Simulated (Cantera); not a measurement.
A perfectly stirred reactor is fed with 4.99 % CO, 6.14 % H2, 1.55 % CH4, 18.3 % O2, 69.0 % N2, equivalence ratio 0.47, at 0.460 bar; it is adiabatic with a 525 K inlet, and is followed from long to short residence time, starting on the burning branch (τ in s: 0.096, 0.049, 0.025, 0.013, 0.0068, 0.0035, 0.0018, 0.00092, 0.00047, 0.00024, 0.00013, 6.5e-05).

Model: GRI-Mech 3.0 (53 species, 325 reactions), integrated in Cantera.

x: mole fraction; the columns are a selection and need not sum to one.

```csv
τ (s),T (K),x CO,x H2,x CH4,x HCO,x HO2
0.096,1735,0.000886,0.000269,3.38e-6,9.78e-9,(withheld)
0.049,1726,0.00136,0.000413,5.08e-6,1.97e-8,(withheld)
0.025,1713,0.00207,0.000629,7.66e-6,3.95e-8,(withheld)
0.013,1694,0.00307,0.000931,1.15e-5,7.69e-8,(withheld)
0.0068,1668,0.00448,0.00135,1.76e-5,1.47e-7,(withheld)
0.0035,1632,0.00649,0.00192,2.79e-5,2.80e-7,(withheld)
0.0018,1582,0.00934,0.00265,4.69e-5,5.23e-7,(withheld)
0.00092,1516,0.0137,0.00359,8.65e-5,9.63e-7,(withheld)
0.00047,1427,0.0208,0.00494,0.000187,1.76e-6,(withheld)
0.00024,1300,0.0334,0.00831,0.000577,3.23e-6,(withheld)
0.00013,525,0.0499,0.0614,0.0155,<1e-12,<1e-12
6.5e-5,525,0.0499,0.0614,0.0155,<1e-12,<1e-12
```

Task: Fill in the missing entries.

Result: 
- 0.096, x HO2: 2.03e-6
- 0.049, x HO2: 2.93e-6
- 0.025, x HO2: 4.21e-6
- 0.013, x HO2: 5.89e-6
- 0.0068, x HO2: 8.03e-6
- 0.0035, x HO2: 1.07e-5
- 0.0018, x HO2: 1.40e-5
- 0.00092, x HO2: 1.81e-5
- 0.00047, x HO2: 2.39e-5
- 0.00024, x HO2: 3.48e-5
